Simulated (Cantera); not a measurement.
Cantera run:

```python
import numpy as np
import cantera as ct

gas_names = """
    CL CL2 H HCL H2 N NH NH2 NH3 N2 N2H2 N2H4 Si SiCL SiCL2 SiCL3 SiCL4 SiH SiHCL3 SiH2 SiH2CL2 SiH3
    SiH3CL SiH4 SiN Si2 Si2N Si3
""".split()
cond_names = """
    NH4CL(a) NH4CL(b) Si(cr) Si(L) Si3N4(a)
""".split()


def load(file, names, dense=False):
    # The tables refer to 1 bar. Condensed volumes are neglected.
    table = {s.name: s for s in ct.Species.list_from_file(file)}
    out = []
    for n in names:
        d = dict(table[n].input_data)
        d["thermo"] = dict(d["thermo"], **{"reference-pressure": 1e5})
        if dense:
            d["equation-of-state"] = {"model": "constant-volume", "density": "1e6 g/cm^3"}
        out.append(ct.Species.from_dict(d))
    return out


gas = ct.Solution(thermo="ideal-gas", species=load("nasa_gas.yaml", gas_names))
cond = {s.name: ct.Solution(thermo="fixed-stoichiometry", species=[s], name=s.name)
        for s in load("nasa_condensed.yaml", cond_names, dense=True)}
atoms = {
    'Si2Cl6': {'Si': 2, 'CL': 6},
    'NH3': {'N': 1, 'H': 3},
    'N2': {'N': 2},
}
top_T = {'Si3N4(a)': 2400}  # K; cautious upper limits of use, not melting points


def equilibrate(T, P, feed):
    n = {}
    for name, mol in feed.items():
        for a, k in atoms[name].items():
            n[a] = n.get(a, 0.0) + k * mol
    gas.TPX = T, P, n
    mass = sum(n.values()) * gas.mean_molecular_weight
    gas.equilibrate("TP")
    valid = [c for c in cond.values() if c.min_temp <= T <= top_T.get(c.name, c.max_temp)]
    mix = ct.Mixture([(gas, mass / gas.mean_molecular_weight)] + [(c, 0.0) for c in valid])
    mix.T, mix.P = T, P
    mix.equilibrate("TP", solver="vcs", rtol=1e-11, max_steps=5000)
    return mix


results = []
feed = {'Si2Cl6': 1, 'NH3': 0.63, 'N2': 56}  # mol
T = 1750  # K
P = 13332.2  # Pa
mix = equilibrate(T, P, feed)
results.append((T, P, feed, dict(zip(mix.species_names, mix.species_moles))))
print(gas.report(threshold=1e-05))
for i in range(1, mix.n_phases):
    print(f"{mix.phase(i).name:16s} {mix.phase_moles(i):12.5e} mol")
```

Output:

```
       temperature   1750 K
          pressure   13332 Pa
           density   0.028183 kg/m^3
  mean mol. weight   30.758 kg/kmol
   phase of matter   gas

                          1 kg             1 kmol
                     ---------------   ---------------
          enthalpy        1.2705e+06        3.9077e+07  J
   internal energy        7.9741e+05        2.4527e+07  J
           entropy            8814.4        2.7111e+05  J/K
    Gibbs function       -1.4155e+07       -4.3537e+08  J
 heat capacity c_p            1181.5             36341  J/K
 heat capacity c_v             911.2             28026  J/K

                      mass frac. Y      mole frac. X     chem. pot. / RT
                     ---------------   ---------------   ---------------
                CL        0.00033556        0.00029114           -24.222
                 H        9.5788e-07        2.9228e-05           -13.621
               HCL          0.032233          0.027193           -37.843
                H2        0.00013801         0.0021056           -27.241
                N2           0.85351            0.9371           -28.579
             SiCL2          0.091453          0.028417            -57.26
             SiCL3          0.017013         0.0038924           -81.483
             SiCL4         0.0052328        0.00094739           -105.71
            SiHCL3        7.1441e-05        1.6223e-05           -95.103
     [  +19 minor]        1.5311e-05        7.5356e-06

Si(L)             0.00000e+00 mol
Si3N4(a)          0.00000e+00 mol
```

Equilibrium computed with Cantera from the NASA thermochemical tables; the gas is ideal and each condensed phase is pure. The feed counts by its element totals alone. The tables' values for SiCl3 are old estimates; treat these amounts as uncertain.
